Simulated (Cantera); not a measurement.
A closed system holds: 1 mol Cu, 14 mol HF, 0.23 mol H2, at 11000 Pa.

Equilibrium computed with Cantera from the NASA thermochemical tables; the gas is ideal and each condensed phase is pure. Candidate condensed phases: Cu, CuF2; 15 gas species. Rates play no part.

Question: Which condensed phases are stable at each of these points (T (°C)): 327, 402, 477, 552, 627, 702, 777, 852, 927, 1002, 1077, 1152, 1227?

Answer: 
| T (°C) | condensed phases | Cu condensed (%) |
|---|---|---|
| 327 | Cu(s) | 100.0 |
| 402 | Cu(s) | 100.0 |
| 477 | Cu(s) | 100.0 |
| 552 | Cu(s) | 100.0 |
| 627 | Cu(s) | 100.0 |
| 702 | Cu(s) | 100.0 |
| 777 | Cu(s) | 100.0 |
| 852 | Cu(s) | 100.0 |
| 927 | Cu(s) | 100.0 |
| 1002 | Cu(s) | 100.0 |
| 1077 | Cu(s) | 99.9 |
| 1152 | Cu(l) | 99.8 |
| 1227 | Cu(l) | 99.5 |

From 327 °C to 1077 °C the condensed part is Cu(s). From 1152 °C to 1227 °C the condensed part is Cu(l).
